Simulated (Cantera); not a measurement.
Charge: 1 mol AlCl3, 100 mol NH3, 46 mol N2, equilibrated at 0.390 Torr.

These are equilibrium values from Cantera (NASA tables, ideal gas, pure condensed phases), not measurements of a reactor. Candidate condensed phases: Al, AlCl3, AlN, NH4Cl; 20 gas species. The tables' values for AlCl2 are old estimates; treat these amounts as uncertain. The numbers say what is thermodynamically allowed, not how fast it happens.

x: gas mole fraction; n: condensed amount in mol.

```
T (°C)   x H2   x N2    x HCl       x H    x AlCl   x AlCl2  x AlCl3  n AlN(s)
------  -----  -----  -------  --------  --------  --------  -------  --------
977     0.601  0.387   0.0117   1.64e-5  0.000114   1.97e-5  8.29e-5     0.946
1052    0.601  0.387   0.0111       ___       ___   5.76e-5      ___       ___
1127    0.601  0.387  0.00866  0.000165   0.00312  0.000102  3.84e-5     0.191
1202    0.601  0.387  0.00797  0.000441   0.00395   6.63e-5  9.51e-6         0
1277    0.600  0.387  0.00801       ___   0.00398   3.98e-5      ___         0
1352    0.599  0.387  0.00801   0.00239   0.00399   2.49e-5  7.83e-7         0
1427    0.597  0.386  0.00800   0.00499   0.00398   1.61e-5  2.63e-7         0
```

### Question
Complete the blanks.

### Answer

- 1052, x H: 5.56e-5
- 1052, x AlCl: 0.000727
- 1052, x AlCl3: 7.49e-5
- 1052, n AlN(s): 0.788
- 1277, x H: 0.00107
- 1277, x AlCl3: 2.58e-6
